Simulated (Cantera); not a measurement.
Cantera run:

```python
import numpy as np
import cantera as ct

gas_names = """
    CL CL2 H HCL H2 N NH NH2 NH3 N2 N2H2 N2H4 Si SiCL SiCL2 SiCL3 SiCL4 SiH SiHCL3 SiH2 SiH2CL2 SiH3
    SiH3CL SiH4 SiN Si2 Si2N Si3
""".split()
cond_names = """
    NH4CL(a) NH4CL(b) Si(cr) Si(L) Si3N4(a)
""".split()


# ... load() reads the species with a 1 bar reference pressure and builds the phases ...
atoms = {
    'SiCl4': {'Si': 1, 'CL': 4},
    'N2': {'N': 2},
    'H2': {'H': 2},
    'NH3': {'N': 1, 'H': 3},
}
top_T = {'Si3N4(a)': 2400}  # K; cautious upper limits of use, not melting points


# ... equilibrate(T, P, feed) seeds the gas with the atoms and calls Mixture.equilibrate('TP', solver="vcs", rtol=1e-11, max_steps=5000) ...
results = []
feed = {'SiCl4': 1, 'N2': 0.26, 'H2': 0.67, 'NH3': 0.13}  # mol
T = 1050  # K
P = 100000  # Pa
mix = equilibrate(T, P, feed)
results.append((T, P, feed, dict(zip(mix.species_names, mix.species_moles))))
print(gas.report(threshold=0.0001))
for i in range(1, mix.n_phases):
    print(f"{mix.phase(i).name:16s} {mix.phase_moles(i):12.5e} mol")
```

Result:

```
       temperature   1050 K
          pressure   1e+05 Pa
           density   0.87392 kg/m^3
  mean mol. weight   76.295 kg/kmol
   phase of matter   gas

                          1 kg             1 kmol
                     ---------------   ---------------
          enthalpy       -2.9792e+06       -2.2729e+08  J
   internal energy       -3.0936e+06       -2.3603e+08  J
           entropy            4029.1         3.074e+05  J/K
    Gibbs function       -7.2097e+06       -5.5006e+08  J
 heat capacity c_p            765.17             58378  J/K
 heat capacity c_v            656.19             50064  J/K

                      mass frac. Y      mole frac. X     chem. pot. / RT
                     ---------------   ---------------   ---------------
               HCL           0.16145           0.33785           -36.061
                H2         0.0056492           0.21379           -19.171
                N2           0.03244          0.088349           -27.416
             SiCL3        0.00028706        0.00016291            -96.71
             SiCL4             0.796           0.35748           -123.19
            SiHCL3         0.0041689         0.0023483            -106.3
     [  +22 minor]        6.8584e-06        1.5577e-05

Si(cr)            0.00000e+00 mol
Si3N4(a)          6.29629e-02 mol
```

Cantera equilibrium calculation (NASA polynomials, part measured and part estimated; ideal gas, pure solids and liquids). The tables' values for SiCl3 are old estimates; treat these amounts as uncertain.
